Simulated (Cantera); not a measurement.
An adiabatic, constant-pressure homogeneous reactor starts with H2 : O2 : N2 = 1.6 : 1.06 : 4 (molar parts), at 1400 K and 39000 Pa.

Computed with Cantera and the H2/O2 subset of GRI-Mech 3.0, which has no nitrogen chemistry.

x: mole fraction; the columns are a selection and need not sum to one.

| t (s) | T (K) | x H2 | x O2 | x H | x OH | x H2O | x O |
|---|---|---|---|---|---|---|---|
| 6.00e-6 | 1400 | 0.240 | 0.159 | 3.48e-7 | 4.45e-8 | 2.54e-7 | 5.91e-8 |
| 1.29e-5 | 1400 | 0.240 | 0.159 | 3.60e-6 | 4.78e-7 | 3.96e-6 | 6.39e-7 |
| 2.78e-5 | 1400 | 0.240 | 0.159 | 0.000416 | 5.58e-5 | 0.000500 | 7.43e-5 |
| 6.00e-5 | ? | 0.0379 | 0.0611 | 0.0921 | 0.0163 | 0.151 | 0.0327 |
| 0.000129 | ? | 0.0384 | 0.0541 | 0.0587 | 0.0251 | 0.170 | 0.0282 |
| 0.000278 | ? | 0.0342 | 0.0493 | 0.0351 | 0.0302 | 0.189 | 0.0212 |
| 0.000600 | 2526 | 0.0269 | 0.0457 | 0.0187 | 0.0312 | 0.210 | 0.0142 |
| 0.00129 | 2651 | 0.0217 | 0.0440 | 0.0120 | 0.0298 | 0.222 | 0.0106 |
| 0.00278 | 2661 | 0.0212 | 0.0439 | 0.0115 | 0.0297 | 0.223 | 0.0103 |
| 0.00600 | 2661 | 0.0212 | 0.0439 | 0.0115 | 0.0297 | 0.223 | 0.0103 |
| 0.0129 | 2661 | 0.0212 | 0.0439 | 0.0115 | 0.0297 | 0.223 | 0.0103 |
| 0.0278 | 2661 | 0.0212 | 0.0439 | 0.0115 | 0.0297 | 0.223 | 0.0103 |
| 0.0600 | 2661 | 0.0212 | 0.0439 | 0.0115 | 0.0297 | 0.223 | 0.0103 |
| 0.129 | 2661 | 0.0212 | 0.0439 | 0.0115 | 0.0297 | 0.223 | 0.0103 |
| 0.278 | 2661 | 0.0212 | 0.0439 | 0.0115 | 0.0297 | 0.223 | 0.0103 |
| 0.600 | 2661 | 0.0212 | 0.0439 | 0.0115 | 0.0297 | 0.223 | 0.0103 |

Complete the blanks.


- 6.00e-5, T (K): 1635
- 0.000129, T (K): 1982
- 0.000278, T (K): 2277
